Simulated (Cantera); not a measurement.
# Fe₃O₄ + H₂ + H₂O (hydrogen reduction and annealing atmospheres)

Feed: 1 mol Fe₃O₄, a varied amount of H₂, 0.49 mol H₂O, equilibrated at 1548 K and 0.0100 bar.

These are equilibrium values from Cantera (NASA tables, ideal gas, pure condensed phases), not measurements of a reactor. Candidate condensed phases: Fe, FeO, Fe(OH)₂, Fe(OH)₃, Fe₂O₃, Fe₃O₄, H₂O; 12 gas species. Mutual solubility and eutectic melting of coexisting phases are not modelled. The tables' stoichiometric FeO is somewhat more stable than real wüstite, so its field is too wide. FeO: taken at fixed stoichiometry. Equilibrium is a limit: real reactors are often held back by kinetics, nucleation or transport.

At 2.8 mol H₂ the condensed part is FeO(s). From 5.2 mol H₂ to 9.4 mol H₂ the condensed part is Fe(γ) + FeO(s). From 17 mol H₂ to 630 mol H₂ the condensed part is Fe(γ). The main Fe-bearing gas is Fe throughout.

```csv
n(H₂) (mol),log p H₂,log p H₂O,log p H,log p Fe,log p Fe(OH)₂,n FeO(s),n Fe(γ)
2.8,-2.26,-2.34,-5.64,-6.67,-6.96,3.00,0
5.2,-2.16,-2.52,-5.59,-6.39,-7.13,2.76,0.243
9.4,-2.16,-2.52,-5.59,-6.39,-7.13,1.48,1.52
17,-2.13,-2.59,-5.58,-6.39,-7.31,0,3.00
31,-2.07,-2.85,-5.55,-6.39,-7.88,0,3.00
57,-2.04,-3.11,-5.53,-6.39,-8.44,0,3.00
100,-2.02,-3.35,-5.52,-6.39,-8.94,0,3.00
190,-2.01,-3.63,-5.52,-6.39,-9.50,0,2.99
350,-2.01,-3.89,-5.51,-6.39,-10.04,0,2.99
630,-2.00,-4.15,-5.51,-6.39,-10.55,0,2.97
```
log p: log10 of the partial pressure in bar; n: condensed amount in mol.
